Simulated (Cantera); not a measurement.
What does this Cantera script print?

```python
import numpy as np
import cantera as ct

gas = ct.Solution("gri30.yaml")


def delay(T, t_max=10):
    gas.TPX = T, 2200000, {'C3H8': 1, 'O2': 9.43, 'N2': 50, 'CO2': 3.8}
    reactor = ct.IdealGasReactor(gas, clone=False)
    net = ct.ReactorNet([reactor])
    net.rtol, net.atol = 1e-8, 1e-16
    while net.time < t_max:
        t_old, T_old = net.time, reactor.T
        net.step()
        if reactor.T > T + 400:  # ignition: a rise of 400 K
            return t_old + (T + 400 - T_old) / (reactor.T - T_old) * (net.time - t_old)
    return np.nan


taus = []
for T in [1050, 1150, 1250, 1350, 1450, 1550, 1650, 1750]:
    taus.append(delay(T))
    print(f"T0 = {T:6g} K   tau = {taus[-1]:.4e} s")
```

Result:

```
T0 =   1050 K   tau = 1.4459e-02 s
T0 =   1150 K   tau = 2.4299e-03 s
T0 =   1250 K   tau = 4.5954e-04 s
T0 =   1350 K   tau = 1.0088e-04 s
T0 =   1450 K   tau = 2.7381e-05 s
T0 =   1550 K   tau = 9.3860e-06 s
T0 =   1650 K   tau = 3.9833e-06 s
T0 =   1750 K   tau = 2.0233e-06 s
```

Computed with Cantera and GRI-Mech 3.0 (53 species, 325 reactions). GRI-Mech 3.0 was tuned for natural gas; its chemistry of propane as a main component is partial and can be far from experiment. The pressure lies above the range GRI-Mech 3.0 was tuned for (to about 10 atm).
